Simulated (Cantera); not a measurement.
Feed: 1 mol SiH4, 0.71 mol O2, 11 mol H2, 4.6 mol NO, at 1375 °C and 9.30 Pa.

Cantera equilibrium calculation (NASA polynomials, part measured and part estimated; ideal gas, pure solids and liquids). Candidate condensed phases: H2O, Si, SiO2, Si2N2O, Si3N4; 35 gas species. The tables hold silica as quartz up to 1696 K and as liquid above; real silica turns to tridymite and cristobalite and melts near 1996 K. The numbers say what is thermodynamically allowed, not how fast it happens.

Base state: H2 0.578, H2O 0.263, N2 0.149, H 0.00703, SiO 0.00198, OH 0.000144 (mole fractions); condensed: SiO2(β-quartz).

Q: What changes in the equilibrium state with this change: SiH4 replaced by TEOS?

A: 
| species | before | after |
|---|---|---|
| H2 | 0.578 | 0.625 |
| CO | 0 | 0.246 |
| N2 | 0.149 | 0.0714 |
| H2O | 0.263 | 0.0227 |
| SiO | 0.00198 | 0.0248 |
| CO2 | 0 | 0.00278 |
| OH | 0.000144 | 1.19e-5 |
| H | 0.00703 | 0.00731 |
| SiO2(β-quartz), mol | 0.970 | 0.200 |
The feed counts by its element totals alone. Further candidate phases: C, C6H6, C7H8, C8H18, SiC.
